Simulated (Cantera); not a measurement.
Cantera run:

```python
import numpy as np
import cantera as ct

gas_names = """
    N NO NO2 NO3 N2 N2O O O2 O3 Pb PbO Pb2
""".split()
cond_names = """
    Pb(cr) Pb(L) PbO(rd) PbO(yw) PbO(L) PbO2(s) Pb3O4(s)
""".split()


def load(file, names, dense=False):
    # The tables refer to 1 bar. Condensed volumes are neglected.
    table = {s.name: s for s in ct.Species.list_from_file(file)}
    out = []
    for n in names:
        d = dict(table[n].input_data)
        d["thermo"] = dict(d["thermo"], **{"reference-pressure": 1e5})
        if dense:
            d["equation-of-state"] = {"model": "constant-volume", "density": "1e6 g/cm^3"}
        out.append(ct.Species.from_dict(d))
    return out


gas = ct.Solution(thermo="ideal-gas", species=load("nasa_gas.yaml", gas_names))
cond = {s.name: ct.Solution(thermo="fixed-stoichiometry", species=[s], name=s.name)
        for s in load("nasa_condensed.yaml", cond_names, dense=True)}
atoms = {
    'Pb': {'Pb': 1},
    'O2': {'O': 2},
    'N2': {'N': 2},
}
top_T = {'Pb3O4(s)': 820}  # K; cautious upper limits of use, not melting points


def equilibrate(T, P, feed):
    n = {}
    for name, mol in feed.items():
        for a, k in atoms[name].items():
            n[a] = n.get(a, 0.0) + k * mol
    gas.TPX = T, P, n
    mass = sum(n.values()) * gas.mean_molecular_weight
    gas.equilibrate("TP")
    valid = [c for c in cond.values() if c.min_temp <= T <= top_T.get(c.name, c.max_temp)]
    mix = ct.Mixture([(gas, mass / gas.mean_molecular_weight)] + [(c, 0.0) for c in valid])
    mix.T, mix.P = T, P
    mix.equilibrate("TP", solver="vcs", rtol=1e-11, max_steps=5000)
    return mix


results = []
feed = {'Pb': 1, 'O2': 1.5, 'N2': 14}  # mol
T = 1373  # K
for P in [10, 68, 460, 3200, 22000, 150000, 1000000]:
    mix = equilibrate(T, P, feed)
    results.append((T, P, feed, dict(zip(mix.species_names, mix.species_moles))))
    x = sorted(zip(gas.X, gas.species_names), reverse=True)
    print(f"T = {T:g} K  P = {P:g} Pa  gas = {mix.phase_moles(0):.4g} mol")
    print("   x: " + "  ".join(f"{s} {v:.3e}" for v, s in x if v > 0.0001))
    print("   condensed (mol): " + ("  ".join(f"{mix.phase(i).name} {mix.phase_moles(i):.4g}"
          for i in range(1, mix.n_phases) if mix.phase_moles(i) > 1e-12) or "none"))
```

Result:

```
T = 1373 K  P = 10 Pa  gas = 16.21 mol
   x: N2 8.636e-01  O2 7.431e-02  PbO 3.607e-02  Pb 2.563e-02  NO 3.866e-04
   condensed (mol): none
T = 1373 K  P = 68 Pa  gas = 16.11 mol
   x: N2 8.688e-01  O2 6.873e-02  PbO 4.837e-02  Pb 1.370e-02  NO 3.729e-04
   condensed (mol): none
T = 1373 K  P = 460 Pa  gas = 16.05 mol
   x: N2 8.721e-01  O2 6.525e-02  PbO 5.604e-02  Pb 6.266e-03  NO 3.641e-04
   condensed (mol): none
T = 1373 K  P = 3200 Pa  gas = 15.78 mol
   x: N2 8.869e-01  O2 6.418e-02  PbO 4.653e-02  Pb 1.989e-03  NO 3.641e-04
   condensed (mol): PbO(L) 0.2344
T = 1373 K  P = 22000 Pa  gas = 15.1 mol
   x: N2 9.267e-01  O2 6.607e-02  PbO 6.768e-03  NO 3.776e-04  Pb 1.087e-04
   condensed (mol): PbO(L) 0.8961
T = 1373 K  P = 150000 Pa  gas = 15.02 mol
   x: N2 9.322e-01  O2 6.641e-02  PbO 9.926e-04  NO 3.797e-04
   condensed (mol): PbO(L) 0.985
T = 1373 K  P = 1e+06 Pa  gas = 15 mol
   x: N2 9.330e-01  O2 6.646e-02  NO 3.800e-04  PbO 1.489e-04
   condensed (mol): PbO(L) 0.9978
```

These are equilibrium values from Cantera (NASA tables, ideal gas, pure condensed phases), not measurements of a reactor. Gases not in the tables: (PbO)n polymers.
